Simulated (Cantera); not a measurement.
Mixture: CH₄ : O₂ : N₂ = 1 : 2 : 7.52 (molar parts), at 16500 Torr, adiabatic and at constant pressure. Ignition delay is the time to a rise of 400 K.

Detailed kinetics in Cantera: GRI-Mech 3.0 (53 species, 325 reactions). The pressure lies above the range GRI-Mech 3.0 was tuned for (to about 10 atm).

Problem. What does this change do: pressure from 16500 Torr to 3750 Torr?

Solution. 
```tsv
quantity	before	after
delay at 1225 K	1.46 ms	7.27 ms
delay at 1275 K	0.832 ms	3.93 ms
delay at 1325 K	0.489 ms	2.18 ms
delay at 1375 K	0.295 ms	1.24 ms
delay at 1425 K	0.182 ms	0.723 ms
delay at 1475 K	0.115 ms	0.432 ms
apparent activation energy between 1375 and 1475 K	160 kJ/mol	180 kJ/mol
```
